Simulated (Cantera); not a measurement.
A closed system holds: 1 mol SiH₂Cl₂, 0.36 mol HCl, 1500 mol H₂, equilibrated at 10.0 mbar.

Equilibrium computed with Cantera from the NASA thermochemical tables; the gas is ideal and each condensed phase is pure. Candidate condensed phases: Si; 19 gas species. Gases not in the tables: Si₂H₆ and higher silanes. The numbers say what is thermodynamically allowed, not how fast it happens.

x: gas mole fraction; n: condensed amount in mol.

```json
[
 {"T (K)": "1200", "x H₂": "0.998", "x H": "1.97e-6", "x HCl": "0.00156", "x Si": "1.39e-10", "x Cl": "[?]", "n Si(s)": "0.991", "n Si(l)": "0"},
 {"T (K)": "1400", "x H₂": "0.998", "x H": "4.86e-5", "x HCl": "0.00156", "x Si": "8.23e-8", "x Cl": "[?]", "n Si(s)": "0.988", "n Si(l)": "0"},
 {"T (K)": "1600", "x H₂": "0.998", "x H": "0.000543", "x HCl": "0.00155", "x Si": "9.75e-6", "x Cl": "[?]", "n Si(s)": "0.961", "n Si(l)": "0"},
 {"T (K)": "1800", "x H₂": "0.994", "x H": "0.00357", "x HCl": "0.00154", "x Si": "0.000318", "x Cl": "[?]", "n Si(s)": "0", "n Si(l)": "0.397"},
 {"T (K)": "2000", "x H₂": "0.982", "x H": "0.0161", "x HCl": "0.00153", "x Si": "0.000600", "x Cl": "[?]", "n Si(s)": "0", "n Si(l)": "0"},
 {"T (K)": "2200", "x H₂": "0.943", "x H": "0.0547", "x HCl": "0.00146", "x Si": "0.000614", "x Cl": "[?]", "n Si(s)": "0", "n Si(l)": "0"},
 {"T (K)": "2400", "x H₂": "0.851", "x H": "0.147", "x HCl": "0.00129", "x Si": "0.000597", "x Cl": "[?]", "n Si(s)": "0", "n Si(l)": "0"},
 {"T (K)": "2600", "x H₂": "0.681", "x H": "0.317", "x HCl": "0.000996", "x Si": "0.000549", "x Cl": "[?]", "n Si(s)": "0", "n Si(l)": "0"}
]
```

Question: What belongs in the gaps?

Answer: 
- 1200, x Cl: 2.67e-9
- 1400, x Cl: 6.24e-8
- 1600, x Cl: 6.68e-7
- 1800, x Cl: 4.24e-6
- 2000, x Cl: 1.88e-5
- 2200, x Cl: 6.18e-5
- 2400, x Cl: 0.000159
- 2600, x Cl: 0.000325
